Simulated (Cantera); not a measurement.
What does this Cantera script print?

```python
import numpy as np
import cantera as ct

gas_names = """
    N NO NO2 NO3 N2 N2O O O2 O3 Si SiN SiO SiO2 Si2 Si2N Si3
""".split()
cond_names = """
    Si(cr) Si(L) SiO2(Lqz) SiO2(hqz) SiO2(L) Si2N2O(s) Si3N4(a)
""".split()


# ... load() reads the species with a 1 bar reference pressure and builds the phases ...
atoms = {
    'Si3N4': {'Si': 3, 'N': 4},
    'O2': {'O': 2},
}
top_T = {'Si2N2O(s)': 2100, 'Si3N4(a)': 2400}  # K; cautious upper limits of use, not melting points


# ... equilibrate(T, P, feed) seeds the gas with the atoms and calls Mixture.equilibrate('TP', solver="vcs", rtol=1e-11, max_steps=5000) ...
results = []
T = 1850  # K
P = 16  # Pa
for m in [1.3, 3, 4.8, 6.5, 8.3, 10, 12, 13, 15, 17, 19]:
    feed = {'Si3N4': 1, 'O2': m}  # mol
    mix = equilibrate(T, P, feed)
    results.append((T, P, feed, dict(zip(mix.species_names, mix.species_moles))))
    x = sorted(zip(gas.X, gas.species_names), reverse=True)
    print(f"T = {T:g} K  P = {P:g} Pa  n(O2) = {m:g} mol  gas = {mix.phase_moles(0):.4g} mol")
    print("   x: " + "  ".join(f"{s} {v:.3e}" for v, s in x if v > 1e-06))
    print("   condensed (mol): " + ("  ".join(f"{mix.phase(i).name} {mix.phase_moles(i):.4g}"
          for i in range(1, mix.n_phases) if mix.phase_moles(i) > 1e-12) or "none"))
```

It prints:

```
T = 1850 K  P = 16 Pa  n(O2) = 1.3 mol  gas = 4.796 mol
   x: SiO 5.422e-01  N2 4.169e-01  Si 4.030e-02  Si2 2.820e-04  Si2N 1.924e-04  SiN 1.263e-04  Si3 6.531e-05
   condensed (mol): Si(L) 0.2006
T = 1850 K  P = 16 Pa  n(O2) = 3 mol  gas = 2.017 mol
   x: N2 9.914e-01  SiO 5.270e-03  O2 2.022e-03  O 6.856e-04  NO 5.397e-04  SiO2 9.659e-05
   condensed (mol): SiO2(L) 2.989
T = 1850 K  P = 16 Pa  n(O2) = 4.8 mol  gas = 3.822 mol
   x: N2 5.203e-01  O2 4.630e-01  O 1.037e-02  NO 5.915e-03  SiO 3.483e-04  SiO2 9.659e-05
   condensed (mol): SiO2(L) 2.998
T = 1850 K  P = 16 Pa  n(O2) = 6.5 mol  gas = 5.536 mol
   x: O2 6.235e-01  N2 3.584e-01  O 1.204e-02  NO 5.697e-03  SiO 3.002e-04  SiO2 9.659e-05
   condensed (mol): SiO2(L) 2.998
T = 1850 K  P = 16 Pa  n(O2) = 8.3 mol  gas = 7.351 mol
   x: O2 7.121e-01  N2 2.694e-01  O 1.286e-02  NO 5.279e-03  SiO 2.809e-04  SiO2 9.659e-05
   condensed (mol): SiO2(L) 2.997
T = 1850 K  P = 16 Pa  n(O2) = 10 mol  gas = 9.065 mol
   x: O2 7.632e-01  N2 2.182e-01  O 1.332e-02  NO 4.918e-03  SiO 2.713e-04  SiO2 9.659e-05
   condensed (mol): SiO2(L) 2.997
T = 1850 K  P = 16 Pa  n(O2) = 12 mol  gas = 11.08 mol
   x: O2 8.032e-01  N2 1.782e-01  O 1.366e-02  NO 4.560e-03  SiO 2.644e-04  SiO2 9.659e-05
   condensed (mol): SiO2(L) 2.996
T = 1850 K  P = 16 Pa  n(O2) = 13 mol  gas = 12.09 mol
   x: O2 8.182e-01  N2 1.632e-01  O 1.379e-02  NO 4.405e-03  SiO 2.620e-04  SiO2 9.659e-05
   condensed (mol): SiO2(L) 2.996
T = 1850 K  P = 16 Pa  n(O2) = 15 mol  gas = 14.11 mol
   x: O2 8.418e-01  N2 1.397e-01  O 1.399e-02  NO 4.134e-03  SiO 2.583e-04  SiO2 9.659e-05
   condensed (mol): SiO2(L) 2.995
T = 1850 K  P = 16 Pa  n(O2) = 17 mol  gas = 16.12 mol
   x: O2 8.595e-01  N2 1.221e-01  O 1.413e-02  NO 3.905e-03  SiO 2.556e-04  SiO2 9.659e-05
   condensed (mol): SiO2(L) 2.994
T = 1850 K  P = 16 Pa  n(O2) = 19 mol  gas = 18.14 mol
   x: O2 8.733e-01  N2 1.084e-01  O 1.425e-02  NO 3.709e-03  SiO 2.536e-04  SiO2 9.659e-05
   condensed (mol): SiO2(L) 2.994
```

Equilibrium computed with Cantera from the NASA thermochemical tables; the gas is ideal and each condensed phase is pure. The tables' values for SiN, SiO2 are old estimates; treat these amounts as uncertain. The tables hold silica as quartz up to 1696 K and as liquid above; real silica turns to tridymite and cristobalite and melts near 1996 K.
